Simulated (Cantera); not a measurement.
A perfectly stirred reactor is fed with H2 : O2 : N2 = 1.7 : 1 : 0.6 (molar parts), equivalence ratio 0.85, at 97.5 Torr; it is held at 1175 K, and followed from long to short residence time.

Computed with Cantera and the H2/O2 subset of GRI-Mech 3.0, which has no nitrogen chemistry. The temperature is held fixed by assumption; the heat of reaction is taken as removed at once.

One state of this run: x H2 = 0.0475; x O2 = 0.0851; x H2O = 0.595; x HO2 = 3.64e-5; x H = 0.0291; x H2O2 = 4.66e-6. x: mole fraction; the columns are a selection and need not sum to one.

Question: Which value of τ (s) does it belong to?
A) 0.057
B) 0.0055
C) 0.59
D) 0.0017

Answer: D, 0.0017
